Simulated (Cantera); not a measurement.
An adiabatic, constant-pressure homogeneous reactor starts with CH4 : O2 : N2 : CO2 = 1 : 2.9 : 11 : 0.48 (molar parts), equivalence ratio 0.69, at 1075 K and 27.6 atm. Integrator tolerance rtol = 1e-08.

Computed with Cantera and GRI-Mech 3.0 (53 species, 325 reactions). The pressure lies above the range GRI-Mech 3.0 was tuned for (to about 10 atm).

### Question
What does this change do: initial temperature 1075 to 1698 K?

### Answer
```tsv
quantity	before	after
time of steepest temperature rise	7.90 ms	14.7 µs
temperature at 3.00 s	2353 K	2793 K
equilibrium temperature	2353 K	2793 K
x(CH4) at 3.00 s	<1e-12 (gas-phase equilibrium <1e-12)	<1e-12 (gas-phase equilibrium <1e-12)
x(O2) at 3.00 s	0.0540 (gas-phase equilibrium 0.0540)	0.0518 (gas-phase equilibrium 0.0518)
x(CO2) at 3.00 s	0.0948 (gas-phase equilibrium 0.0948)	0.0848 (gas-phase equilibrium 0.0848)
x(H2O) at 3.00 s	0.128 (gas-phase equilibrium 0.128)	0.121 (gas-phase equilibrium 0.121)
x(NO) at 3.00 s	0.00844 (gas-phase equilibrium 0.00844)	0.0171 (gas-phase equilibrium 0.0171)
x(C2H4) at 3.00 s	<1e-12 (gas-phase equilibrium <1e-12)	<1e-12 (gas-phase equilibrium <1e-12)
x(HCN) at 3.00 s	2.42e-12 (gas-phase equilibrium 2.42e-12)	4.13e-10 (gas-phase equilibrium 4.13e-10)
```

### Question
What does this change do: initial temperature 1075 to 1475 K?

### Answer
```
quantity                                                              before                                      after
---------------------------------  -----------------------------------------  -----------------------------------------
time of steepest temperature rise                                    7.90 ms                                    86.0 µs
temperature at 3.00 s                                                 2353 K                                     2648 K
equilibrium temperature                                               2353 K                                     2648 K
x(CH4) at 3.00 s                       <1e-12 (gas-phase equilibrium <1e-12)      <1e-12 (gas-phase equilibrium <1e-12)
x(O2) at 3.00 s                        0.0540 (gas-phase equilibrium 0.0540)      0.0522 (gas-phase equilibrium 0.0522)
x(CO2) at 3.00 s                       0.0948 (gas-phase equilibrium 0.0948)      0.0899 (gas-phase equilibrium 0.0899)
x(H2O) at 3.00 s                         0.128 (gas-phase equilibrium 0.128)        0.124 (gas-phase equilibrium 0.124)
x(NO) at 3.00 s                      0.00844 (gas-phase equilibrium 0.00844)      0.0139 (gas-phase equilibrium 0.0139)
x(C2H4) at 3.00 s                      <1e-12 (gas-phase equilibrium <1e-12)      <1e-12 (gas-phase equilibrium <1e-12)
x(HCN) at 3.00 s                   2.42e-12 (gas-phase equilibrium 2.42e-12)  9.50e-11 (gas-phase equilibrium 9.50e-11)
```

### Question
What does this change do: N2 11 to 27 parts?

### Answer
| quantity | before | after |
|---|---|---|
| time of steepest temperature rise | 7.90 ms | 16.4 ms |
| temperature at 3.00 s | 2353 K | 1776 K |
| equilibrium temperature | 2353 K | 1773 K |
| x(CH4) at 3.00 s | <1e-12 (gas-phase equilibrium <1e-12) | <1e-12 (gas-phase equilibrium <1e-12) |
| x(O2) at 3.00 s | 0.0540 (gas-phase equilibrium 0.0540) | 0.0285 (gas-phase equilibrium 0.0279) |
| x(CO2) at 3.00 s | 0.0948 (gas-phase equilibrium 0.0948) | 0.0472 (gas-phase equilibrium 0.0472) |
| x(H2O) at 3.00 s | 0.128 (gas-phase equilibrium 0.128) | 0.0637 (gas-phase equilibrium 0.0637) |
| x(NO) at 3.00 s | 0.00844 (gas-phase equilibrium 0.00844) | 0.000247 (gas-phase equilibrium 0.00145) |
| x(C2H4) at 3.00 s | <1e-12 (gas-phase equilibrium <1e-12) | <1e-12 (gas-phase equilibrium <1e-12) |
| x(HCN) at 3.00 s | 2.42e-12 (gas-phase equilibrium 2.42e-12) | <1e-12 (gas-phase equilibrium <1e-12) |
